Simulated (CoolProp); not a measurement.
Vapour-liquid equilibrium of CHF3 (R23) (1) + R11 (2) at -23.55 °C; x and y are mole fractions of (1).

The numbers come from the multi-fluid Helmholtz-energy mixture model, Penoncello 2003 and Jacobsen 1992; pair parameters Bell 2016 in CoolProp.

| x | bubble pressure, mixture model (bar) | bubble pressure, Raoult's law (bar) | y, mixture model | y, Raoult's law |
|---|---|---|---|---|
| 0.05 | ___ | 0.7476 | 0.930 | 0.834 |
| 0.2 | 6.254 | 2.598 | ___ | 0.960 |
| 0.35 | 8.701 | 4.448 | 0.984 | 0.981 |
| 0.5 | 9.656 | 6.299 | 0.986 | 0.990 |
| 0.65 | 10.02 | 8.149 | 0.986 | 0.994 |
| 0.8 | ___ | 10.000 | ___ | 0.997 |
| 0.95 | 11.80 | 11.85 | 0.995 | 0.999 |

Some entries are withheld; supply them.


- 0.05, bubble pressure, mixture model (bar): 1.906
- 0.2, y, mixture model: 0.978
- 0.8, bubble pressure, mixture model (bar): 10.56
- 0.8, y, mixture model: 0.988

The largest gap from Raoult's law is +154.9 % in bubble pressure, at x = 0.05. No azeotrope shows between x = 0.05 and 0.95.

The pair parameters rest on a limited set of measurements; away from them the model extrapolates. With so large a gap from Raoult's law the liquid may split in two, which this calculation doesn't test in full.
